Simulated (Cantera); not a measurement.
# Equilibrium for sublimation and decomposition of ceramics: SiC + N₂

Charge: 1 mol SiC, a varied amount of N₂, equilibrated at 2998.15 K and 2500 Pa.

These are equilibrium values from Cantera (NASA tables, ideal gas, pure condensed phases), not measurements of a reactor. Candidate condensed phases: C, Si, SiC, Si₃N₄; 20 gas species. The tables' values for SiN are old estimates; treat these amounts as uncertain. Equilibrium is a limit: real reactors are often held back by kinetics, nucleation or transport.

From 0.052 mol N₂ to 0.87 mol N₂ the condensed part is C(graphite). From 0.98 mol N₂ to 1.2 mol N₂ nothing is condensed. The main Si-bearing gas is Si throughout.

| n(N₂) (mol) | x N₂ | x Si | x SiC₂ | x Si₂C | x CN | x C₃ | n C(graphite) |
|---|---|---|---|---|---|---|---|
| 0.052 | 0.0477 | 0.484 | 0.407 | 0.0357 | 0.00445 | 0.0122 | 0.0747 |
| 0.15 | 0.128 | 0.442 | 0.372 | 0.0298 | 0.00729 | 0.0122 | 0.0642 |
| 0.26 | 0.202 | 0.404 | 0.339 | 0.0249 | 0.00917 | 0.0122 | 0.0535 |
| 0.36 | 0.259 | 0.374 | 0.314 | 0.0213 | 0.0104 | 0.0122 | 0.0444 |
| 0.46 | 0.308 | 0.349 | 0.293 | 0.0185 | 0.0113 | 0.0122 | 0.0357 |
| 0.57 | 0.354 | 0.324 | 0.273 | 0.0161 | 0.0121 | 0.0122 | 0.0264 |
| 0.67 | 0.391 | 0.305 | 0.257 | 0.0142 | 0.0128 | 0.0122 | 0.0183 |
| 0.77 | 0.424 | 0.288 | 0.242 | 0.0127 | 0.0133 | 0.0122 | 0.0103 |
| 0.87 | 0.453 | 0.273 | 0.229 | 0.0114 | 0.0137 | 0.0122 | 0.00240 |
| 0.98 | 0.481 | 0.259 | 0.216 | 0.0102 | 0.0141 | 0.0121 | 0 |
| 1.1 | 0.509 | 0.246 | 0.202 | 0.00915 | 0.0144 | 0.0118 | 0 |
| 1.2 | 0.530 | 0.237 | 0.192 | 0.00839 | 0.0146 | 0.0116 | 0 |
x: gas mole fraction; n: condensed amount in mol.
